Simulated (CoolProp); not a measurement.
Properties of n-octane along the isobar 29.3 bar.

The numbers come from the reference Helmholtz-energy equation of state, Beckmüller 2019 in CoolProp.

```tsv
T (K)	phase	density (kg/m³)	cv (kJ/(kg K))	speed of sound (m/s)	viscosity (µPa s)	Prandtl number
520.7	liquid	477.8	2.638	377.0	83.0	3.80
530.6	liquid	461.2	?	338.3	75.9	3.67
540.6	liquid	442.2	2.718	297.1	68.7	3.54
550.5	liquid	420.2	2.762	253.5	61.6	3.41
560.4	liquid	392.7	?	205.2	54.1	3.30
570.4	supercritical	352.4	?	147.4	45.4	3.30
580.3	supercritical	250.5	2.981	82.21	30.0	4.33
590.2	supercritical	151.6	2.968	98.99	19.2	1.67
600.1	supercritical	126.2	2.956	?	17.0	1.24
610.1	supercritical	112.6	2.959	129.5	16.0	1.08
620	supercritical	103.5	2.970	139.8	15.4	0.997
```

### Question
Some entries are withheld; supply them.

### Answer

- 530.6, cv (kJ/(kg K)): 2.677
- 560.4, cv (kJ/(kg K)): 2.810
- 570.4, cv (kJ/(kg K)): 2.871
- 600.1, speed of sound (m/s): 116.6

Viscosity comes from a separate model (Huber 2004). Thermal conductivity comes from a separate model (Huber 2005).
